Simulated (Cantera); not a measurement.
Feed: 1 mol Pb, 77 mol N₂, at 925 K and 4500 Torr.

Method: chemical equilibrium by Gibbs-energy minimisation in Cantera with the NASA 1993 tables (ideal gas, pure condensed phases). Candidate condensed phases: Pb; 4 gas species. Kinetics and transport are ignored.

Base state: N₂ 1.00 (mole fractions); condensed: Pb(l).

Problem. What changes in the equilibrium state with this change: Pb replaced by Hg?

Solution. 
| species | before | after |
|---|---|---|
| N₂ | 1.00 | 0.987 |
| Hg | 0 | 0.0128 |
| Pb(l), mol | 1.000 | 0 |
Further candidate phases: Hg.

Problem. What changes in the equilibrium state with this change: temperature from 925 K to 1523.15 K?

Solution. 
| species | before | after |
|---|---|---|
| N₂ | 1.00 | 0.995 |
| Pb | 4.45e-7 | 0.00510 |
| Pb(l), mol | 1.000 | 0.605 |
